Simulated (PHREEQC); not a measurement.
Solution (20 °C): 180 mmol/kgw HF and 15 mmol/kgw (CH3)4NF. It is in equilibrium with CO2 at log p = -2 (atm). Otherwise closed; pH follows from the charge balance.

All values are PHREEQC results (ion-association model, phreeqc.dat), not measurements.

```
quantity           before    after
----------------  -------  -------
pH                   2.06     2.41
F- (mol/kgw)       0.0157   0.0113
HF2- (mol/kgw)    0.00928  0.00813
HCO3- (mol/kgw)   2.13e-8  1.71e-8
(CO2)2 (mol/kgw)  2.36e-9  1.10e-9
```

Problem. Name the change that produced these shifts.
A) (CH3)4NF left out
B) temperature from 20 to 80 °C
C) 0.0038 mol/kgw H2SO4 added
D) (CH3)4NF replaced by KF at the same molality
E) (CH3)4NF from 0.015 to 0.003 mol/kgw

Solution. B, temperature from 20 to 80 °C

This is a speciation only: nothing precipitates in the calculation. (CH3)4N+ isn't in the database: it is added as a free cation with an ion size of 4 Å. Away from 25 °C the constants follow the database's enthalpies or fits; those with neither stay at their 25 °C values.
